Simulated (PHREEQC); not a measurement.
## Acid mine or pickling water

A made-up water analysis in mg/kgw, 15 °C, pH 3.44, pe 13: Na 1550; K 1600; Ca 128; Mg 369; Cl 144; S(6) as SO4 6890; Fe(3) 8.22; Mn(2) 129; Si as SiO2 90.1; N(5) as NO3 3.66; Pb 19.

Cl is adjusted to close the charge balance.
Valence states are taken as typed.

The numbers come from PHREEQC with the ion-association model, wateq4f.dat.

Each row changes one thing in this solution. This is a speciation only: nothing precipitates in the calculation.

```
case                                               ionic strength (mol/kgw)  Mn+2 (mol/kgw)  MnSO4 (mol/kgw)  FeOH+2 (mol/kgw)  MnCl+ (mol/kgw)  Fe(OH)2+ (mol/kgw)  SI of SiO2(a) (SiO2)  SI of Gypsum (CaSO4:2H2O)
-------------------------------------------------  ------------------------  --------------  ---------------  ----------------  ---------------  ------------------  --------------------  -------------------------
as made                                                               0.185         0.00132          0.00101           1.53e-5          1.40e-5             3.87e-6                 -0.01                      -0.47
Mn(2) from 129 to 64.5 mg/kgw                                         0.184        0.000658         0.000511           1.51e-5                ?             3.83e-6                 -0.01                      -0.47
temperature from 15 to 20 °C at the same typed pH                     0.183         0.00128          0.00106                 ?          1.36e-5             5.64e-6                 -0.05                      -0.49
```

### Question
Fill in the missing entries.

### Answer

- Mn(2) from 129 to 64.5 mg/kgw, MnCl+ (mol/kgw): 4.95e-6
- temperature from 15 to 20 °C at the same typed pH, FeOH+2 (mol/kgw): 1.83e-5

Complexes and solids missing from the database can't appear. Some of these states are supersaturated (in Jarosite-K, Anglesite, for instance).
